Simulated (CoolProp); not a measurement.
Computed with CoolProp (reference Helmholtz-energy equation of state, Wu 2011).

Task: For dimethyl ether, give the phase and the density (kg/m³), cp (kJ/(kg K)), expansivity (1/kK), viscosity (µPa s) at 384.3 K and 420 kPa; 417.2 K and 420 kPa.

Result: 
- 384.3 K and 420 kPa: gas; density 6.26, cp 1.73, expansivity 2.89, viscosity 11.8
- 417.2 K and 420 kPa: gas; density 5.72, cp 1.82, expansivity 2.60, viscosity 12.8

Viscosity comes from a separate model (Meng 2012).
